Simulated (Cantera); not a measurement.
Charge: 1 mol Ti, 1.9 mol CO2, 4.9 mol H2, equilibrated at 10000 Pa.

Equilibrium computed with Cantera from the NASA thermochemical tables; the gas is ideal and each condensed phase is pure. Candidate condensed phases: C, C6H6, C7H8, C8H18, H2O, Ti, TiC, TiO, TiO2, Ti2O3, Ti3O5, Ti4O7; 113 gas species. Mutual solubility and eutectic melting of coexisting phases are not modelled. Condensed phases not in the tables: Magnéli phases beyond Ti4O7. Rates play no part.

x: gas mole fraction; n: condensed amount in mol.

```json
[
 {"T (K)": "1000", "x H2": "0.726", "x CO": "0.258", "x H2O": "0.00740", "x CH4": "0.00503", "x CO2": "0.00378", "x H": "___", "x OH": "<1e-12", "n C(graphite)": "0.141", "n TiO2(rutile)": "1.00", "n Ti4O7(s)": "0"},
 {"T (K)": "1050", "x H2": "0.728", "x CO": "0.264", "x H2O": "0.00349", "x CH4": "0.00303", "x CO2": "0.00149", "x H": "___", "x OH": "<1e-12", "n C(graphite)": "0.113", "n TiO2(rutile)": "1.00", "n Ti4O7(s)": "0"},
 {"T (K)": "1100", "x H2": "0.729", "x CO": "0.267", "x H2O": "0.00174", "x CH4": "0.00191", "x CO2": "0.000628", "x H": "___", "x OH": "<1e-12", "n C(graphite)": "0.103", "n TiO2(rutile)": "1.00", "n Ti4O7(s)": "0"},
 {"T (K)": "1150", "x H2": "0.730", "x CO": "0.268", "x H2O": "0.000917", "x CH4": "0.00125", "x CO2": "0.000283", "x H": "___", "x OH": "1.53e-12", "n C(graphite)": "0.0997", "n TiO2(rutile)": "1.00", "n Ti4O7(s)": "0"},
 {"T (K)": "1200", "x H2": "0.720", "x CO": "0.279", "x H2O": "0.000765", "x CH4": "0.000557", "x CO2": "0.000216", "x H": "___", "x OH": "4.49e-12", "n C(graphite)": "0", "n TiO2(rutile)": "0.588", "n Ti4O7(s)": "0.103"},
 {"T (K)": "1250", "x H2": "0.719", "x CO": "0.279", "x H2O": "0.00131", "x CH4": "0.000131", "x CO2": "0.000324", "x H": "___", "x OH": "2.43e-11", "n C(graphite)": "0", "n TiO2(rutile)": "0.559", "n Ti4O7(s)": "0.110"},
 {"T (K)": "1300", "x H2": "0.718", "x CO": "0.279", "x H2O": "0.00215", "x CH4": "3.45e-5", "x CO2": "0.000474", "x H": "___", "x OH": "1.16e-10", "n C(graphite)": "0", "n TiO2(rutile)": "0.530", "n Ti4O7(s)": "0.118"},
 {"T (K)": "1350", "x H2": "0.717", "x CO": "0.279", "x H2O": "0.00341", "x CH4": "9.95e-6", "x CO2": "0.000675", "x H": "___", "x OH": "4.93e-10", "n C(graphite)": "0", "n TiO2(rutile)": "0.489", "n Ti4O7(s)": "0.128"},
 {"T (K)": "1400", "x H2": "0.715", "x CO": "0.278", "x H2O": "0.00524", "x CH4": "3.13e-6", "x CO2": "0.000940", "x H": "___", "x OH": "1.89e-9", "n C(graphite)": "0", "n TiO2(rutile)": "0.432", "n Ti4O7(s)": "0.142"},
 {"T (K)": "1450", "x H2": "0.713", "x CO": "0.278", "x H2O": "0.00782", "x CH4": "1.06e-6", "x CO2": "0.00128", "x H": "___", "x OH": "6.64e-9", "n C(graphite)": "0", "n TiO2(rutile)": "0.352", "n Ti4O7(s)": "0.162"},
 {"T (K)": "1500", "x H2": "0.709", "x CO": "0.278", "x H2O": "0.0114", "x CH4": "3.85e-7", "x CO2": "0.00172", "x H": "___", "x OH": "2.15e-8", "n C(graphite)": "0", "n TiO2(rutile)": "0.244", "n Ti4O7(s)": "0.189"},
 {"T (K)": "1550", "x H2": "0.704", "x CO": "0.277", "x H2O": "0.0161", "x CH4": "1.48e-7", "x CO2": "0.00227", "x H": "___", "x OH": "6.43e-8", "n C(graphite)": "0", "n TiO2(rutile)": "0.0997", "n Ti4O7(s)": "0.225"}
]
```

**Question.** Complete the blanks.

**Answer.** 
- 1000, x H: 6.11e-9
- 1050, x H: 2.19e-8
- 1100, x H: 6.98e-8
- 1150, x H: 2.02e-7
- 1200, x H: 5.29e-7
- 1250, x H: 1.30e-6
- 1300, x H: 2.97e-6
- 1350, x H: 6.38e-6
- 1400, x H: 1.30e-5
- 1450, x H: 2.52e-5
- 1500, x H: 4.69e-5
- 1550, x H: 8.36e-5
